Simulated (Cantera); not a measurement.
Charge: 1 mol Al2O3, 8.7 mol H2O, equilibrated at 1900 °C and 0.248 Torr.

Cantera equilibrium calculation (NASA polynomials, part measured and part estimated; ideal gas, pure solids and liquids). Candidate condensed phases: Al, Al2O3, H2O; 19 gas species. Rates play no part.

Base state: H2O 0.618, H2 0.133, H 0.0969, O2 0.0604, OH 0.0603, O 0.0308, AlO2H 0.000121 (mole fractions); condensed: Al2O3(s).

**Question.** What changes in the equilibrium state with this change: pressure from 0.248 Torr to 7.50 Torr?

**Answer.** 
```csv
species,before,after
H2O,0.618,0.882
H2,0.133,0.0559
OH,0.0603,0.0241
H,0.0969,0.0114
O,0.0308,0.00345
O2,0.0604,0.0230
AlO2H,0.000121,2.63e-5
"Al2O3(s), mol",0.999,1.000
```
